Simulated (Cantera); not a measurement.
Charge: 1 mol SiCl4, 0.026 mol Cl2, 400 mol H2, 0.066 mol N2, held at 10000 Pa.

Equilibrium computed with Cantera from the NASA thermochemical tables; the gas is ideal and each condensed phase is pure. Candidate condensed phases: NH4Cl, Si, Si3N4; 28 gas species. Gases not in the tables: Si2H6 and higher silanes. Kinetics and transport are ignored.

Task: At 1673 K, list the 6 most abundant gas species with their mole fractions, and the condensed phases.

Result: H2 0.990, HCl 0.00942, H 0.000358, SiCl2 0.000323, N2 0.000164, SiH2 1.09e-5. Condensed: Si(s).
